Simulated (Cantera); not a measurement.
Source: NASA polynomial tables (part measured, part estimated), evaluated in Cantera. Values are per mole of reaction as written; species without (g) are pure solids or liquids, kept so even where they would boil at 1 bar.

**Question.** Between 398 and 573 K, where is each reaction favourable under standard conditions?
- 3 NiS₂ + 4 H(g) = Ni₃S₄ + 2 H₂S(g)

**Answer.** 
- 3 NiS₂ + 4 H(g) = Ni₃S₄ + 2 H₂S(g): ΔG° is -789 kJ at 398 K and -771 kJ at 573 K; it stays negative (K > 1). ΔH° is -833 kJ and ΔS° -108 J/K at 573 K.
